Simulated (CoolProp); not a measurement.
Vapour-liquid equilibrium of benzene (1) + m-xylene (2) at 3.03 bar; x and y are mole fractions of (1).

Model: multi-fluid Helmholtz-energy mixture model, Thol 2012 and Zhou 2012; pair parameters Bell 2016, in CoolProp.

```csv
x,"bubble temperature, mixture model (°C)","bubble temperature, Raoult's law (°C)","y, mixture model","y, Raoult's law"
0.05,?,179.1,0.150,0.167
0.2,164.6,163.7,0.471,0.503
0.35,?,151.8,0.668,0.698
0.5,143.2,142.2,0.797,0.818
0.65,135.1,134.4,0.884,0.897
0.8,?,127.8,0.944,0.951
0.95,122.2,122.1,0.988,0.990
```

Task: Some entries are withheld; supply them.

Result: 
- 0.05, bubble temperature, mixture model (°C): 179.4
- 0.35, bubble temperature, mixture model (°C): 152.8
- 0.8, bubble temperature, mixture model (°C): 128.2

The largest gap from Raoult's law is +1.0 K in bubble temperature, at x = 0.35. No azeotrope shows between x = 0.05 and 0.95.

Pair parameters are fitted to limited data, so mixtures are less certain than the pure fluids.
